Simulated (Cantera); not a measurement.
An adiabatic, constant-volume homogeneous reactor starts with H2 : O2 : N2 = 1 : 0.312 : 1.17 (molar parts), at 950 K and 750 Torr.

Computed with Cantera and GRI-Mech 3.0 (53 species, 325 reactions).

x: mole fraction; the columns are a selection and need not sum to one.

| t (s) | T (K) | P (bar) | x H2 | x O2 | x HO2 | x NO | x H2O2 | x OH |
|---|---|---|---|---|---|---|---|---|
| 3.00e-6 | 950 | 1.00 | 0.403 | 0.126 | 3.06e-11 | <1e-12 | <1e-12 | <1e-12 |
| 8.63e-6 | 950 | 1.00 | 0.403 | 0.126 | 1.09e-10 | <1e-12 | <1e-12 | 1.02e-12 |
| 2.48e-5 | 950 | 1.00 | 0.403 | 0.126 | 4.69e-10 | <1e-12 | <1e-12 | 2.69e-12 |
| 7.15e-5 | 950 | 1.00 | 0.403 | 0.126 | 2.25e-9 | <1e-12 | 1.06e-11 | 5.55e-12 |
| 0.000206 | 950 | 1.00 | 0.403 | 0.126 | (withheld) | <1e-12 | 1.38e-10 | 8.22e-12 |
| 0.000592 | 950 | 1.00 | 0.403 | 0.126 | 3.85e-8 | <1e-12 | 1.60e-9 | 1.23e-11 |
| 0.00170 | 950 | 1.00 | 0.403 | 0.126 | (withheld) | <1e-12 | (withheld) | 3.46e-11 |
| 0.00490 | 950 | 1.00 | 0.403 | 0.126 | 3.35e-6 | <1e-12 | 6.82e-7 | 5.80e-10 |
| 0.0141 | 2863 | 2.69 | 0.167 | 0.000719 | 9.62e-7 | 0.00192 | 1.63e-7 | 0.0120 |
| 0.0406 | 2863 | 2.69 | 0.167 | 0.000719 | 9.62e-7 | 0.00192 | 1.63e-7 | 0.0120 |
| 0.117 | 2863 | 2.69 | 0.167 | 0.000719 | 9.62e-7 | 0.00192 | 1.63e-7 | 0.0120 |
| 0.336 | 2863 | 2.69 | 0.167 | 0.000719 | 9.62e-7 | 0.00192 | 1.63e-7 | 0.0120 |
| 0.966 | 2863 | 2.69 | 0.167 | 0.000719 | 9.62e-7 | 0.00192 | 1.63e-7 | 0.0120 |
| 2.78 | 2863 | 2.69 | 0.167 | 0.000719 | 9.62e-7 | 0.00192 | 1.63e-7 | 0.0120 |
| 8.00 | 2863 | 2.69 | 0.167 | 0.000719 | 9.62e-7 | 0.00192 | 1.63e-7 | 0.0120 |

### Question
Complete the blanks.

### Answer

- 0.000206, x HO2: 9.84e-9
- 0.00170, x HO2: 1.91e-7
- 0.00170, x H2O2: 2.01e-8
